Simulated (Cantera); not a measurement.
A closed system holds: 1 mol Mg(OH)2, 0.053 mol C, 2.1 mol CO2, held at 1323.15 K and 750 Torr.

Cantera equilibrium calculation (NASA polynomials, part measured and part estimated; ideal gas, pure solids and liquids). Candidate condensed phases: C, C6H6, C7H8, C8H18, H2O, Mg, MgCO3, MgO, Mg(OH)2; 116 gas species. The numbers say what is thermodynamically allowed, not how fast it happens.

### Question
What is the equilibrium state?

### Answer
```json
{
 "x(CO2)": "0.656",
 "x(H2O)": "0.310",
 "x(CO)": "0.0268",
 "x(H2)": "0.00683",
 "n(MgO(s))": "1.00 mol",
 "gas_amount": "3.153 mol",
 "log10 activity of C(graphite) (absent)": "-5.37",
 "log10 activity of Mg(l) (absent)": "-12.77"
}
```
